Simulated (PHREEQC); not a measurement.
# Brackish or sea water

Model water analysis in mmol/kgw, 78 °C, pH 8.1:

| constituent | mmol/kgw |
|---|---|
| Na | 85.2 |
| K | 1.7 |
| Ca | 2.4 |
| Mg | 7.21 |
| Cl | 81.5 |
| S(6) | 12.2 |
| Alkalinity (meq/kgw) | 0.126 |

Valence states are taken as typed.

Computed with PHREEQC (Pitzer model, pitzer.dat).

Each row changes one thing in this solution. No solid was allowed to form.

```
case                                             ionic strength (mol/kgw)  HCO3- (mol/kgw)  MgOH+ (mol/kgw)  CO3-2 (mol/kgw)  MgCO3 (mol/kgw)  CO2 (mol/kgw)
-----------------------------------------------  ------------------------  ---------------  ---------------  ---------------  ---------------  -------------
as made                                                             0.128          5.43e-5          2.37e-5          1.52e-6          1.41e-6        6.78e-7
S(6) from 12.2 to 6.1 mmol/kgw                                      0.116          5.29e-5          2.54e-5          1.45e-6          1.54e-6        6.73e-7
pH from 8.1 to 7.1 at the same alkalinity                           0.128         0.000118          2.38e-6          3.31e-7          3.09e-7        1.48e-5
all concentrations times 2 at the same typed pH                     0.255         0.000146          3.78e-5          5.44e-6          5.36e-6        1.61e-6
```

Species that the database lacks are ignored. At this temperature some constants are extrapolated from 25 °C, and those without enthalpy data are left unchanged.
